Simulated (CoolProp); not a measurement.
R227EA at 425.22 K and 11.3 MPa is compressed adiabatically to 45.4 MPa with isentropic efficiency 0.8. Each further row changes one setting.

The numbers come from the reference Helmholtz-energy equation of state, Lemmon 2016 in CoolProp.

```
case             work (kJ/kg)  final temperature (K)  final density (kg/m³)
---------------  ------------  ---------------------  ---------------------
as stated                38.1                      …                      …
efficiency 1             30.4                      …                      …
efficiency 0.65             …                      …                      …
```

Task: Some entries are withheld; supply them.

Result: 
- as stated, final temperature (K): 459.0
- as stated, final density (kg/m³): 1230
- efficiency 1, final temperature (K): 452.8
- efficiency 1, final density (kg/m³): 1240
- efficiency 0.65, work (kJ/kg): 46.8
- efficiency 0.65, final temperature (K): 466.1
- efficiency 0.65, final density (kg/m³): 1210
